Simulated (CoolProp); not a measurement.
Properties of dimethyl ether at several states.

Computed with CoolProp (reference Helmholtz-energy equation of state, Wu 2011).

| T (K) | p (bar) | phase | density (kg/m³) | Joule-Thomson coefficient (K/MPa) | isothermal compressibility (1/MPa) | expansivity (1/kK) |
|---|---|---|---|---|---|---|
| 448.4 | 143 | supercritical | 395.4 | 1.680 | 0.04006 | 7.369 |
| 168.3 | 24.9 | liquid | 839.1 | -0.4231 | 0.0006540 | 1.444 |
| 440.5 | 0.462 | gas | 0.5825 | 6.695 | 21.69 | 2.287 |
| 184.8 | 0.94 | liquid | 817.5 | -0.4124 | 0.0007802 | 1.514 |
| 317.5 | 1.34 | gas | 2.385 | 19.24 | 7.614 | 3.369 |
